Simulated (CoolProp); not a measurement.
Propylene along the isotherm 575 K: Z from the reference equation and from simpler models built on Tc = 364.2 K, pc = 4.555 MPa, ω = 0.146; each cubic takes its own stable root.

The numbers come from the reference Helmholtz-energy equation of state, Lemmon 2013 in CoolProp.

```tsv
p (MPa)	phase	reference
3.04	gas	0.9550
6.07	supercritical	0.9161
9.11	supercritical	0.8847
12.1	supercritical	0.8633
15.2	supercritical	0.8531
18.2	supercritical	0.8555
21.3	supercritical	0.8692
24.3	supercritical	0.8909
27.3	supercritical	0.9187
30.4	supercritical	0.9518
33.4	supercritical	0.9869
36.4	supercritical	1.024
39.5	supercritical	1.064
42.5	supercritical	1.104
45.5	supercritical	1.145
```

Problem. How far does each simpler model (van der Waals, Peng-Robinson) lie from the reference over these 15 states: mean and median of the absolute difference, and the worst?

Solution. 
- van der Waals: mean 6.1 %, median 6.5 %, worst +12.2 % at 575 K and 45.5 MPa
- Peng-Robinson: mean 1.2 %, median 0.7 %, worst -3.8 % at 575 K and 45.5 MPa
